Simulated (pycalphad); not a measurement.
Source of the numbers: pycalphad with the COST 507 light-alloy database (1999); pressure 1 atm. These are 1990s assessments: newer ones move some temperatures and phases. Kinetics are ignored, which matters at the lower temperatures.

Molar enthalpy of Hf-0.05697C (wt.%) in equilibrium (SER reference):

```tsv
T (°C)	H (kJ/mol)	phases
3027	138.58	liquid
2877	132.00	liquid
2727	125.42	liquid
2577	118.84	liquid
2427	112.27	liquid
2352	108.98	liquid
2277	105.69	liquid
2202	75.27	bcc + hcp
2127	72.05	bcc + hcp
1977	65.58	bcc + hcp
1827	57.47	hcp + bcc
1677	50.81	hcp
1527	45.10	hcp
1377	39.57	hcp
1227	34.22	hcp
1077	29.06	hcp
927	24.09	hcp
777	19.29	hcp
627	14.68	hcp
477	10.26	hcp
327	6.01	hcp
```

Cooling from 2277 °C to 2202 °C, across the freezing range, releases 30.4 kJ/mol, or 172 J/g. The slope is 44 J/(mol K) in the liquid and 43 J/(mol K) just below the solidus, where it includes any heat of precipitation. Liquidus 2217 °C, solidus 2206 °C. Changes were sought between steps of 75 K, so a narrower field can be missed.
